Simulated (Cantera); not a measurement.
A diamond (100) surface in a fixed gas of H2 with x(CH4) = 0.014, x(H) = 0.0027, at 1225 K, 8.25 Torr; coverages are run to steady state.

Model: the Harris–Goodwin 1993 mechanism for the reconstructed diamond (100) surface, integrated in Cantera.

One state of this run: growth (µm/h) = 0.00306; θ c6HH = 0.433; θ c6H* = 0.0407; θ c6*H = 0.496; θ c6** = 0.0304; θ c6HM = 6.00e-6. θ: site fractions in the mechanism's names (c6HH fully hydrogenated, c6H* and c6*H radical sites, c6** diradical, c6HM methylated).

Question: Which value of x(CH3) does it belong to?
(A) 1e-06
(B) 4.4e-05
(C) 2.6e-06
(D) 1.7e-05

Answer: C, 2.6e-06
